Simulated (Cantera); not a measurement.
Input: 1 mol CH3SiCl3, 0.026 mol C3H8, 110 mol H2, at 1330 Pa.

Equilibrium computed with Cantera from the NASA thermochemical tables; the gas is ideal and each condensed phase is pure. Candidate condensed phases: C, C6H6, C7H8, C8H18, Si, SiC; 109 gas species. The feed counts by its element totals alone. Gases not in the tables: Si2H6 and higher silanes. Rates play no part.

Q: Which condensed phases are stable at each of these points (T (°C)): 952, 1052, 1152, 1252, 1352, 1452, 1552, 1652, 1752, 1852, 1952, 2052, 2152, 2252?

A: 
```
T (°C)      condensed phases  Si condensed (%)
------  --------------------  ----------------
952     C(graphite) + SiC(s)             100.0
1052    C(graphite) + SiC(s)              99.9
1152    C(graphite) + SiC(s)              99.9
1252    C(graphite) + SiC(s)              99.8
1352    C(graphite) + SiC(s)              99.7
1452    C(graphite) + SiC(s)              99.5
1552    C(graphite) + SiC(s)              99.2
1652                  SiC(s)              98.3
1752                  SiC(s)              94.0
1852                  SiC(s)              79.4
1952                  SiC(s)              34.3
2052                gas only               0.0
2152                gas only               0.0
2252                gas only               0.0
```

From 952 °C to 1552 °C the condensed part is C(graphite) + SiC(s). From 1652 °C to 1952 °C the condensed part is SiC(s). From 2052 °C to 2252 °C nothing is condensed.
